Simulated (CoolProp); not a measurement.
The numbers come from the reference Helmholtz-energy equation of state, Gao 2022 in CoolProp.

Problem. For n-perfluorohexane, give the phase and the cp (kJ/(kg K)), speed of sound (m/s), expansivity (1/kK), fugacity coefficient at 107.05 °C and 0.726 MPa; 120.95 °C and 0.726 MPa.

Solution. 
- 107.05 °C and 0.726 MPa: liquid; cp 1.19, speed of sound 280, expansivity 3.10, fugacity coefficient 0.506
- 120.95 °C and 0.726 MPa: liquid; cp 1.23, speed of sound 233, expansivity 3.85, fugacity coefficient 0.665
